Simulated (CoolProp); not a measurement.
A single-stage vapour-compression cycle with the fluid: evaporating at 197.15 K (dew point), condensing at 258.15 K (bubble point), superheat 2 K, subcooling 8 K, compressor efficiency 0.85, no pressure losses. The same conditions are run with several fluids, on thermodynamics alone (safety and materials aside).

Values from CoolProp's reference Helmholtz-energy equation of state of each fluid (R13: Platzer 1990; CH2F2 (R32): Tillner-Roth 1997; R115: Lemmon 2016; C2F6 (R116): Lemmon 2006; R143a: Lemmon and Jacobsen 2000; ethane: Bücker 2006). The equations of Platzer and Polt are older, rougher fits.

```tsv
fluid	cooling COP	pressure ratio	discharge temperature (K)	refrigerating effect (kJ/kg)	volumetric capacity (kJ/m³)
R13	2.07	9.84	294.9	[?]	857
CH2F2 (R32)	[?]	19.9	387.6	324	253
R115	2.17	[?]	271.0	90.6	[?]
C2F6 (R116)	1.86	[?]	266.1	62.5	619
R143a	[?]	18.4	301.2	177	187
ethane	2.10	8.55	312.6	332	1210
```

Task: Fill in the missing entries.

Result: 
- R13, refrigerating effect (kJ/kg): 96.4
- CH2F2 (R32), cooling COP: 2.12
- R115, pressure ratio: 19.6
- R115, volumetric capacity (kJ/m³): 116
- C2F6 (R116), pressure ratio: 10.7
- R143a, cooling COP: 2.23
